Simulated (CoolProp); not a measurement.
Vapour-liquid equilibrium of R1234yf (1) + R227EA (2) at 1.07 bar; x and y are mole fractions of (1).

Computed with CoolProp (multi-fluid Helmholtz-energy mixture model, Lemmon 2022 and Lemmon 2016; pair parameters Bell 2016).

Task: Give the bubble temperature and the first vapour's composition at x = 0.425, 0.575, 0.8. Is there an azeotrope?

Result: x = 0.425: 251.6 K, y = 0.557; x = 0.575: 249.7 K, y = 0.698; x = 0.8: 247.1 K, y = 0.873. No azeotrope shows between x = 0.05 and 0.95.

The pair parameters rest on a limited set of measurements; away from them the model extrapolates.
